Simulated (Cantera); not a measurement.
A perfectly stirred reactor is fed with NH3 : N2 = 1 : 1.5 (molar parts), at 1330 Pa; it is held at 1550 K, and followed from long to short residence time.

Model: the gas-phase N/H chemistry of the illustrative SiF4/NH3 mechanism in the Surface Chemkin manual (1991), integrated in Cantera. Walls and surfaces, which speed up NH3 decomposition in real reactors, are not modelled.

**Question.** What does this change do: temperature 1550 to 1500 K?

**Answer.** 
| quantity | before | after |
|---|---|---|
| x(NH3) at τ = 16.0 s | 0.369 | 0.386 |
| x(NH2) at τ = 16.0 s | 8.87e-5 | 6.27e-5 |
| x(H2) at τ = 16.0 s | 0.0332 | 0.0151 |
| x(N2) at τ = 16.0 s | 0.598 | 0.599 |
| x(N2H2) at τ = 16.0 s | 8.16e-7 | 6.23e-7 |
| x(NH3) at τ = 28.0 ms | 0.400 | 0.400 |
| x(NH2) at τ = 28.0 ms | 5.45e-6 | 2.11e-6 |
| x(H2) at τ = 28.0 ms | 2.86e-6 | 1.08e-6 |
| x(N2) at τ = 28.0 ms | 0.600 | 0.600 |
| x(N2H2) at τ = 28.0 ms | 2.16e-9 | 5.31e-10 |

**Question.** What does this change do: pressure from 1330 Pa to 24000 Pa?

**Answer.** 
```json
[
 {"quantity": "x(NH3) at τ = 16.0 s", "before": "0.369", "after": "0.281"},
 {"quantity": "x(NH2) at τ = 16.0 s", "before": "8.87e-5", "after": "4.22e-5"},
 {"quantity": "x(H2) at τ = 16.0 s", "before": "0.0332", "after": "0.127"},
 {"quantity": "x(N2) at τ = 16.0 s", "before": "0.598", "after": "0.591"},
 {"quantity": "x(N2H2) at τ = 16.0 s", "before": "8.16e-7", "after": "1.69e-7"},
 {"quantity": "x(NH3) at τ = 28.0 ms", "before": "0.400", "after": "0.400"},
 {"quantity": "x(NH2) at τ = 28.0 ms", "before": "5.45e-6", "after": "4.84e-5"},
 {"quantity": "x(H2) at τ = 28.0 ms", "before": "2.86e-6", "after": "0.000258"},
 {"quantity": "x(N2) at τ = 28.0 ms", "before": "0.600", "after": "0.600"},
 {"quantity": "x(N2H2) at τ = 28.0 ms", "before": "2.16e-9", "after": "1.99e-7"}
]
```
